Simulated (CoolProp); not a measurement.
Aqueous ammonia as a coolant, at 25 °C, 1 atm.

Values from CoolProp's Melinder's fits for secondary coolants.

```tsv
mass %	freezing point (°C)	conductivity (W/(m K))	cp (kJ/(kg K))	density (kg/m³)	viscosity (mPa s)
4.1	-4.9	0.575	4.184	979.2	0.968
6.2	-7.7	0.562	4.187	970.6	0.979
8.3	-10.8	0.549	4.190	962.3	0.989
10.4	-14.3	0.537	4.193	954.3	1.00
12.5	-18.1	0.525	4.195	946.5	1.03
14.6	-22.4	0.514	4.198	938.9	1.05
16.7	…	0.503	4.201	931.6	1.08
18.8	-32.9	0.493	…	924.3	…
20.9	…	0.484	…	…	1.12
22.9	-46.6	0.476	4.214	910.7	1.12
25	-55.5	0.469	4.220	903.9	1.11
27.1	-66.1	0.463	4.226	897.3	1.11
```

### Question
What belongs in the gaps?

### Answer

- 16.7, freezing point (°C): -27.3
- 18.8, cp (kJ/(kg K)): 4.204
- 18.8, viscosity (mPa s): 1.10
- 20.9, freezing point (°C): -39.4
- 20.9, cp (kJ/(kg K)): 4.209
- 20.9, density (kg/m³): 917.3
